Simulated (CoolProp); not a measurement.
A single-stage vapour-compression cycle with the fluid: evaporating at 240.15 K (dew point), condensing at 261.15 K (bubble point), superheat 5 K, subcooling 8 K, compressor efficiency 0.8, no pressure losses. The same conditions are run with several fluids, on thermodynamics alone (safety and materials aside).

The numbers come from the reference Helmholtz-energy equation of state of each fluid (R21: Platzer 1990; propylene: Lemmon 2013; R507A: Lemmon 2003; isobutane: Bücker 2006; R22: Kamei 1995; R134a: Tillner-Roth 1994) in CoolProp. The equations of Platzer and Polt are older, rougher fits. Blends and air are pseudo-pure fits.

| fluid | cooling COP | pressure ratio | discharge temperature (K) | refrigerating effect (kJ/kg) | volumetric capacity (kJ/m³) |
|---|---|---|---|---|---|
| R21 | 8.78 | 2.92 | 296.3 | 250 | 182 |
| propylene | 8.79 | 2.13 | 280.9 | 399 | 1640 |
| R507A | 8.79 | 2.23 | (withheld) | 175 | 1710 |
| isobutane | 8.95 | 2.48 | (withheld) | 362 | 427 |
| R22 | 8.74 | 2.29 | 288.7 | 217 | (withheld) |
| R134a | 8.88 | 2.54 | 278.1 | 209 | 787 |

Problem. What belongs in the gaps?

Solution. 
- R507A, discharge temperature (K): 274.5
- isobutane, discharge temperature (K): 273.8
- R22, volumetric capacity (kJ/m³): 1390
